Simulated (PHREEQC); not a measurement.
## Copper plating or etch bath: speciation

Dissolve 0.021 mol/kgw CuSO4 and 0.00135 mol/kgw HBF4 at 25 °C. Closed to the air; pH follows from the charge balance.

Equilibrium calculation in PHREEQC: ion-association model, phreeqc.dat.

No solid was allowed to form.

Problem. Predict the pH, density, specific conductance.

Solution. pH 2.95; density 1.001 g/cm³; specific conductance 3160 µS/cm.

Problem. In which forms is Cu present?

Solution. Cu+2 64 %, CuSO4 35 %, CuF+ 0.7 % of the Cu.

Real BF4- forms and hydrolyses slowly; the run takes it at equilibrium.
